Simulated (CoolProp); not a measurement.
Tetrahydrofuran along the isobar 2.57 MPa: Z from the reference equation and from simpler models built on Tc = 267.0 °C, pc = 5.304 MPa, ω = 0.234; each cubic takes its own stable root.

Model: reference Helmholtz-energy equation of state, Fiedler 2023, in CoolProp.

| T (°C) | phase | reference | van der Waals | Redlich-Kwong | Soave-Redlich-Kwong | Peng-Robinson |
|---|---|---|---|---|---|---|
| 157.55 | liquid | 0.07166 | 0.1164 | 0.08204 | 0.07863 | 0.06938 |
| 166.65 | liquid | 0.07154 | 0.1166 | 0.08252 | 0.07897 | 0.06966 |
| 175.85 | liquid | 0.07155 | 0.1173 | 0.08327 | 0.07955 | 0.07016 |
| 185.05 | liquid | 0.07172 | ___ | 0.08434 | 0.08042 | ___ |
| 194.15 | liquid | 0.07208 | 0.7329 | 0.08583 | 0.08167 | 0.07203 |
| 203.35 | liquid | 0.07269 | 0.7507 | 0.08795 | 0.08344 | 0.07360 |
| 212.55 | liquid | 0.07366 | 0.7665 | 0.7152 | 0.08596 | 0.07585 |
| 221.75 | gas | 0.7119 | 0.7805 | 0.7369 | 0.7233 | 0.7044 |
| 230.85 | gas | 0.7366 | 0.7931 | 0.7556 | 0.7459 | 0.7273 |
| 240.05 | gas | 0.7579 | 0.8046 | 0.7723 | 0.7657 | 0.7475 |
| 249.25 | gas | ___ | 0.8151 | 0.7872 | 0.7832 | 0.7653 |
| 258.35 | gas | 0.7927 | 0.8246 | 0.8005 | 0.7987 | 0.7810 |

Q: Some entries are withheld; supply them.

A: 
- 185.05, van der Waals: 0.7127
- 185.05, Peng-Robinson: 0.07093
- 249.25, reference: 0.7765

At some of these states van der Waals, Redlich-Kwong gives the other phase, because its saturation line lies elsewhere.
